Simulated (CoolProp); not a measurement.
R21 at 293.15 K and 0.0316 MPa is compressed adiabatically to 0.216 MPa with isentropic efficiency 0.9. Each further row changes one setting.

The numbers come from the reference Helmholtz-energy equation of state, Platzer 1990 in CoolProp. This equation is an older, rougher fit.

```
case             work (kJ/kg)  final temperature (K)  final density (kg/m³)
---------------  ------------  ---------------------  ---------------------
as stated                56.7                  386.0                   7.10
efficiency 1             51.0                  377.7                   7.27
efficiency 0.65          78.5                  417.2                   6.53
```
